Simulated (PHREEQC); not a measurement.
Spent oxide etchant

A solution holds 5 mmol/kgw NH4HF2, 2.6 mmol/kgw H2SiF6, 91 mmol/kgw H3PO4 and 1 mmol/kgw H2SO4, at 76 °C. Closed to the air; pH follows from the charge balance.

Model: ion-association model, phreeqc.dat, run in PHREEQC.

Each row changes one thing in this solution. Precipitation was switched off in this run.

```tsv
case	pH	ionic strength (mol/kgw)	H3PO4 (mol/kgw)	H2PO4- (mol/kgw)	HF (mol/kgw)	HSO4- (mol/kgw)
as made	1.77	0.0259	0.0709	0.0201	0.0171	0.000780
H2SiF6 replaced by NH4F at the same molality	1.84	0.0244	0.0684	0.0226	[?]	[?]
temperature from 76 to 35 °C	1.67	0.0326	0.0682	0.0228	[?]	0.000606
H3PO4 replaced by (NH4)2HPO4 at the same molality	6.89	0.235	7.01e-7	0.0327	8.46e-6	1.03e-8
diluted 100-fold with water	3.11	0.000858	0.000142	0.000768	[?]	1.98e-6
temperature from 76 to 80 °C	1.79	0.0252	0.0710	0.0200	0.0184	0.000795
temperature from 76 to 10 °C	1.61	0.0361	0.0650	0.0260	0.00957	0.000507
diluted 5-fold with water	2.19	0.00807	[?]	0.00750	0.00489	0.000125
```

Complete the blanks.


- H2SiF6 replaced by NH4F at the same molality, HF (mol/kgw): 0.0123
- H2SiF6 replaced by NH4F at the same molality, HSO4- (mol/kgw): 0.000751
- temperature from 76 to 35 °C, HF (mol/kgw): 0.00987
- diluted 100-fold with water, HF (mol/kgw): 0.000192
- diluted 5-fold with water, H3PO4 (mol/kgw): 0.0107

Species that the database lacks are ignored. Some of these states are supersaturated (in Quartz (slow to form), Chalcedony (slow to form), for instance). At this temperature some constants are extrapolated from 25 °C, and those without enthalpy data are left unchanged. SiF6-2 is the database's only silicon fluoride.
